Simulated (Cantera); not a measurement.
Feed: 1 mol B, 0.12 mol O2, 3 mol H2, at 10.0 Torr.

Cantera equilibrium calculation (NASA polynomials, part measured and part estimated; ideal gas, pure solids and liquids). Candidate condensed phases: B, B2O3, B3O3H3, H2O; 23 gas species. Mutual solubility and eutectic melting of coexisting phases are not modelled. Kinetics and transport are ignored.

Problem. Which condensed phases are stable at each of these points (T (°C)): 925, 1025, 1125, 1225, 1325, 1425, 1525?

Solution. 
```tsv
T (°C)	condensed phases	B condensed (%)
925	B(s) + B2O3(l)	99.1
1025	B(s) + B2O3(l)	98.5
1125	B(s) + B2O3(l)	95.8
1225	B(s) + B2O3(l)	84.7
1325	B(s)	76.8
1425	B(s)	76.4
1525	B(s)	76.2
```

From 925 °C to 1225 °C the condensed part is B(s) + B2O3(l). From 1325 °C to 1525 °C the condensed part is B(s).
